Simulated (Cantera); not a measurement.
Feed: 1 mol Al, 1.6 mol Cl₂, 4 mol H₂, at 180 Pa.

Cantera equilibrium calculation (NASA polynomials, part measured and part estimated; ideal gas, pure solids and liquids). Candidate condensed phases: Al, AlCl₃; 12 gas species. The numbers say what is thermodynamically allowed, not how fast it happens.

At 775 K, list the 4 most abundant gas species with their mole fractions, and the condensed phases.

H₂ 0.765, AlCl₃ 0.195, HCl 0.0392, Al₂Cl₆ 0.000408. Condensed: gas only.
